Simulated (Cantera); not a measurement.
SiCl₄ + HCl + N₂ + Cl₂ (silicon epitaxy and polysilicon growth)

A closed system holds: 1 mol SiCl₄, 0.46 mol HCl, 45 mol N₂, 0.12 mol Cl₂, held at 10.0 Torr.

These are equilibrium values from Cantera (NASA tables, ideal gas, pure condensed phases), not measurements of a reactor. Candidate condensed phases: NH₄Cl, Si, Si₃N₄; 28 gas species. The tables' values for SiCl₃ are old estimates; treat these amounts as uncertain. Equilibrium is a limit: real reactors are often held back by kinetics, nucleation or transport.

| T (K) | x N₂ | x SiCl₄ | x HCl | x Cl | x Cl₂ | x SiCl₃ | x SiCl₂ | x H₂ |
|---|---|---|---|---|---|---|---|---|
| 875 | 0.966 | 0.0215 | 0.00988 | 2.02e-5 | 0.00257 | 2.39e-11 | <1e-12 | <1e-12 |
| 925 | 0.966 | 0.0215 | 0.00988 | 5.06e-5 | 0.00255 | 1.78e-10 | <1e-12 | <1e-12 |
| 975 | 0.966 | 0.0215 | 0.00987 | 0.000115 | 0.00252 | 1.08e-9 | <1e-12 | <1e-12 |
| 1025 | 0.966 | 0.0215 | 0.00987 | 0.000240 | 0.00246 | 5.51e-9 | <1e-12 | 2.04e-12 |
| 1075 | 0.966 | 0.0215 | 0.00987 | 0.000463 | 0.00234 | 2.44e-8 | <1e-12 | 6.00e-12 |
| 1125 | 0.966 | 0.0215 | 0.00987 | 0.000826 | 0.00216 | 9.67e-8 | 5.36e-12 | 1.67e-11 |
| 1175 | 0.965 | 0.0215 | 0.00987 | 0.00136 | 0.00189 | 3.50e-7 | 5.58e-11 | 4.50e-11 |
| 1225 | 0.965 | 0.0214 | 0.00987 | 0.00207 | 0.00154 | 1.19e-6 | 5.21e-10 | 1.22e-10 |
| 1275 | 0.965 | 0.0214 | 0.00986 | 0.00288 | 0.00113 | 3.88e-6 | 4.56e-9 | 3.44e-10 |
| 1325 | 0.964 | 0.0214 | 0.00986 | 0.00366 | 0.000749 | 1.24e-5 | 3.87e-8 | 1.02e-9 |
| 1375 | 0.964 | 0.0214 | 0.00985 | 0.00428 | 0.000448 | 3.85e-5 | 3.18e-7 | 3.20e-9 |
| 1425 | 0.964 | 0.0213 | 0.00985 | 0.00475 | 0.000255 | 0.000115 | 2.45e-6 | 1.01e-8 |
| 1475 | 0.963 | 0.0211 | 0.00985 | 0.00519 | 0.000148 | 0.000320 | 1.66e-5 | 2.98e-8 |
| 1525 | 0.963 | 0.0205 | 0.00984 | 0.00590 | 9.77e-5 | 0.000783 | 8.89e-5 | 7.51e-8 |
x: gas mole fraction; nothing condenses.

From 875 K to 1525 K nothing is condensed. The main Si-bearing gas is SiCl₄ throughout.
